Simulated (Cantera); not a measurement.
Input: 1 mol CH₄, 4.7 mol CO₂, held at 11.3 Torr.

Equilibrium computed with Cantera from the NASA thermochemical tables; the gas is ideal and each condensed phase is pure. Candidate condensed phases: C, C₆H₆, C₇H₈, C₈H₁₈, H₂O; 110 gas species. The numbers say what is thermodynamically allowed, not how fast it happens. All values below are at 2250 °C.

Base state: CO 0.475, CO₂ 0.205, H₂O 0.144, H₂ 0.0533, H 0.0524, OH 0.0301, O₂ 0.0215, O 0.0194 (mole fractions); condensed: gas only.

### Question
What changes in the equilibrium state with this change: CO₂ from 4.7 to 0.45 mol?

### Answer
```csv
species,before,after
H₂,0.0533,0.542
CO,0.475,0.284
H,0.0524,0.167
CO₂,0.205,4.45e-9
O₂,0.0215,<1e-9
O,0.0194,<1e-9
OH,0.0301,3.48e-9
H₂O,0.144,5.31e-8
C₂H₂ (acetylene),<1e-9,0.00645
C₂H,<1e-9,0.000150
C₃,<1e-9,4.72e-5
C₄H₂,<1e-9,3.18e-5
C,<1e-9,1.52e-5
"C(graphite), mol",0,0.507
```
